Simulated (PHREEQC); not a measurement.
Dissolve 76 mmol/kgw Pb(NO3)2, 0.044 mmol/kgw CuCl2, 0.27 mmol/kgw HCl, 8.2 mmol/kgw NaCl and 4.3 mmol/kgw Mg(NO3)2 at 5.7 °C. Closed to the air; pH follows from the charge balance.

Model: ion-association model, wateq4f.dat, run in PHREEQC.

**Question.** The ionic strength comes out as 0.190 mol/kgw. What activity coefficients do Na+, Pb2OH+3, PbCl+, Pb+2, PbNO3+ get?

**Answer.** Na+ 0.75, Pb2OH+3 0.080, PbCl+ 0.76, Pb+2 0.33, PbNO3+ 0.76.

Precipitation was switched off in this run. Away from 25 °C the constants follow the database's enthalpies or fits; those with neither stay at their 25 °C values.
